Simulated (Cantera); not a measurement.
Charge: 1 mol Si2H6, 0.24 mol O2, 6.9 mol N2, held at 1023.15 K and 0.0133 bar.

Equilibrium computed with Cantera from the NASA thermochemical tables; the gas is ideal and each condensed phase is pure. Candidate condensed phases: H2O, Si, SiO2, Si2N2O, Si3N4; 35 gas species. The feed counts by its element totals alone. N2 is the only nitrogen source here; it is nearly inert below about 1500 K, so the nitride shown seldom forms there in practice. Mutual solubility and eutectic melting of coexisting phases are not modelled. Kinetics and transport are ignored.

Base state: N2 0.656, H2 0.344 (mole fractions); condensed: Si2N2O(s) + Si3N4(s).

Problem. What changes in the equilibrium state with this change: Si2H6 replaced by SiH2Cl2?

Solution. 
| species | before | after |
|---|---|---|
| N2 | 0.656 | 0.766 |
| HCl | 0 | 0.220 |
| H2 | 0.344 | 0.00954 |
| SiCl4 | 0 | 0.00477 |
| Si2N2O(s), mol | 0.480 | 0.480 |
| Si3N4(s), mol | 0.347 | 0 |
Further candidate phases: NH4Cl.

Problem. What changes in the equilibrium state with this change: Si2H6 replaced by TEOS?

Solution. 
```
species              before     after
-------------------  ------  --------
H2                    0.344     0.516
N2                    0.656     0.356
CO                        0     0.128
CH4                       0  0.000265
H2O                   <1e-9  0.000240
CO2                       0   7.75e-5
Si2N2O(s), mol        0.480         0
Si3N4(s), mol         0.347         0
C(graphite), mol          0      5.52
SiO2(β-quartz), mol       0      1.00
```
Further candidate phases: C, C6H6, C7H8, C8H18, SiC.

Problem. What changes in the equilibrium state with this change: temperature from 1023.15 K to 1773 K?

Solution. 
| species | before | after |
|---|---|---|
| N2 | 0.656 | 0.648 |
| H2 | 0.344 | 0.336 |
| SiO | <1e-9 | 0.0138 |
| Si | <1e-9 | 0.000120 |
| H | 2.11e-8 | 0.00143 |
| Si2N2O(s), mol | 0.480 | 0.357 |
| Si3N4(s), mol | 0.347 | 0.387 |
